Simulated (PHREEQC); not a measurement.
A solution holds 0.0026 mol/kgw HCl, 0.039 mol/kgw MgCl2 and 0.0039 mol/kgw NaBr, at 25 °C. Closed to the air; pH follows from the charge balance.

All values are PHREEQC results (Pitzer model, pitzer.dat), not measurements.

Task: The ionic strength comes out as 0.123 mol/kgw. What activity coefficients do Mg+2, Br-, H+, Cl-, Na+ get?

Result: Mg+2 0.38, Br- 0.76, H+ 0.80, Cl- 0.75, Na+ 0.78. Single-ion values are on the MacInnes scale.

No solid was allowed to form. Species that the database lacks are ignored.
